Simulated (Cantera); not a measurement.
**Equilibrium for aluminium and copper etching: Al + HCl + N2**

A closed system holds: 1 mol Al, 1.8 mol HCl, 0.56 mol N2, equilibrated at 0.000440 bar.

Equilibrium computed with Cantera from the NASA thermochemical tables; the gas is ideal and each condensed phase is pure. Candidate condensed phases: Al, AlCl3, AlN, NH4Cl; 20 gas species. The tables' values for AlCl2 are old estimates; treat these amounts as uncertain. Equilibrium is a limit: real reactors are often held back by kinetics, nucleation or transport.

From 875 K to 1325 K the condensed part is AlN(s). The main Al-bearing gas is AlCl3 throughout. The share of Al in condensed phases is highest at 875 K (49.4 %) and lowest at 1325 K (44.5 %).

| T (K) | log p H2 | log p AlCl3 | log p N2 | log p HCl | log p AlCl | log p AlCl2 | n AlN(s) |
|---|---|---|---|---|---|---|---|
| 875 | -3.75 | -3.92 | -4.13 | -4.17 | -12.19 | -9.40 | 0.494 |
| 950 | -3.74 | -3.92 | -4.13 | -4.19 | -10.54 | -8.40 | 0.490 |
| 1025 | -3.74 | -3.92 | -4.13 | -4.21 | -9.13 | -7.54 | 0.487 |
| 1100 | -3.74 | -3.91 | -4.12 | -4.22 | -7.92 | -6.81 | 0.484 |
| 1175 | -3.74 | -3.91 | -4.12 | -4.24 | -6.86 | -6.18 | 0.480 |
| 1250 | -3.74 | -3.92 | -4.12 | -4.25 | -5.94 | -5.62 | 0.473 |
| 1325 | -3.74 | -3.95 | -4.11 | -4.27 | -5.13 | -5.15 | 0.445 |
log p: log10 of the partial pressure in bar; n: condensed amount in mol.
